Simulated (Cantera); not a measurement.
A Cantera script and its output.

```python
import numpy as np
import cantera as ct

gas = ct.Solution("gri30.yaml")


def delay(T, t_max=10):
    gas.TPX = T, 100000, {'CO': 1, 'H2': 0.73, 'O2': 1.27, 'N2': 4.78}
    reactor = ct.IdealGasReactor(gas, clone=False)
    net = ct.ReactorNet([reactor])
    net.rtol, net.atol = 1e-8, 1e-16
    while net.time < t_max:
        t_old, T_old = net.time, reactor.T
        net.step()
        if reactor.T > T + 400:  # ignition: a rise of 400 K
            return t_old + (T + 400 - T_old) / (reactor.T - T_old) * (net.time - t_old)
    return np.nan


taus = []
for T in [1250, 1325, 1400, 1475, 1550, 1625, 1700, 1775, 1850]:
    taus.append(delay(T))
    print(f"T0 = {T:6g} K   tau = {taus[-1]:.4e} s")
```

Result:

```
T0 =   1250 K   tau = 5.0389e-05 s
T0 =   1325 K   tau = 3.9502e-05 s
T0 =   1400 K   tau = 3.3179e-05 s
T0 =   1475 K   tau = 2.9510e-05 s
T0 =   1550 K   tau = 2.7558e-05 s
T0 =   1625 K   tau = 2.6849e-05 s
T0 =   1700 K   tau = 2.7141e-05 s
T0 =   1775 K   tau = 2.8309e-05 s
T0 =   1850 K   tau = 3.0269e-05 s
```

Cantera simulation using GRI-Mech 3.0 (53 species, 325 reactions); the numbers are that mechanism's predictions, not measurements. Where the delays flatten at high temperature, the 400 K rule measures the pace of heat release, not the induction time.
